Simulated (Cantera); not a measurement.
A Cantera script and its output.

```python
import numpy as np
import cantera as ct

gas = ct.Solution("h2o2.yaml")
gas.TPX = 400, 101325, {'H2': 1, 'O2': 0.877, 'N2': 3.3}
flame = ct.FreeFlame(gas, width=0.04)
flame.set_refine_criteria(ratio=3, slope=0.08, curve=0.16)
flame.transport_model = "unity-Lewis-number"
flame.solve(loglevel=0, auto=True)
z, T = flame.grid, flame.T
thick = (T[-1] - T[0]) / np.gradient(T, z).max()
show = ['H2', 'O2', 'O', 'H', 'H2O', 'H2O2']
print(f"laminar burning velocity  {flame.velocity[0] * 100:.3f} cm/s")
print(f"burnt temperature         {T[-1]:.1f} K")
print(f"thermal thickness         {thick * 1e3:.4f} mm")
print(f"grid points               {len(z)}")
z0 = z[flame.heat_release_rate.argmax()]
print(f"{'z/mm':>9s}{'T/K':>9s}{'u/(m/s)':>9s}" + "".join(f"{s:>11s}" for s in show))
rows = []
for k in (-3, -2, -1.5, -1, -0.5, -0.25, 0, 0.25, 0.5, 1, 2, 4, 8):
    zz = z0 + k * thick
    rows.append([k * thick, np.interp(zz, z, T), np.interp(zz, z, flame.velocity),
                 *(np.interp(zz, z, flame.X[gas.species_index(s)]) for s in show)])
    print(f"{rows[-1][0] * 1e3:9.3f}{rows[-1][1]:9.1f}{rows[-1][2]:9.3f}" + "".join(f"{x:11.3e}" for x in rows[-1][3:]))
```

Output:

```
laminar burning velocity  147.130 cm/s
burnt temperature         1865.4 K
thermal thickness         0.2803 mm
grid points               110
     z/mm      T/K  u/(m/s)         H2         O2          O          H        H2O       H2O2
   -0.841    400.0    1.471  1.932e-01  1.694e-01  3.658e-10  2.889e-13  2.719e-06  5.993e-09
   -0.561    400.5    1.473  1.931e-01  1.694e-01  1.001e-08  1.123e-11  5.622e-05  1.235e-07
   -0.420    402.0    1.478  1.929e-01  1.693e-01  4.802e-08  8.933e-11  2.402e-04  5.223e-07
   -0.280    414.3    1.523  1.916e-01  1.687e-01  4.970e-07  4.622e-09  1.748e-03  3.548e-06
   -0.140    580.2    2.110  1.728e-01  1.598e-01  3.937e-05  5.029e-05  2.239e-02  2.207e-05
   -0.070    886.6    3.163  1.317e-01  1.410e-01  6.236e-04  2.814e-03  6.558e-02  1.865e-05
    0.000   1227.6    4.280  6.637e-02  1.106e-01  4.323e-03  1.440e-02  1.285e-01  8.551e-06
    0.070   1442.8    4.953  2.494e-02  8.888e-02  8.671e-03  1.801e-02  1.695e-01  4.787e-06
    0.140   1559.6    5.307  1.303e-02  8.187e-02  9.148e-03  1.352e-02  1.847e-01  2.787e-06
    0.280   1674.9    5.648  7.803e-03  7.950e-02  6.657e-03  6.865e-03  1.951e-01  1.424e-06
    0.561   1764.3    5.909  4.312e-03  7.906e-02  3.636e-03  2.538e-03  2.028e-01  7.553e-07
    1.121   1820.0    6.070  1.883e-03  7.930e-02  1.567e-03  6.832e-04  2.081e-01  4.142e-07
    2.242   1847.6    6.149  6.844e-04  7.972e-02  5.691e-04  1.455e-04  2.110e-01  2.223e-07
```

Computed with Cantera and the H2/O2 subset of GRI-Mech 3.0, which has no nitrogen chemistry. Unity Lewis numbers drop preferential diffusion, which matters most where H2 and H carry the flame. Burning velocities carry a grid error of a few per cent, more on coarse grids. Lean hydrogen flames are cellular in practice and burn faster than this planar one.
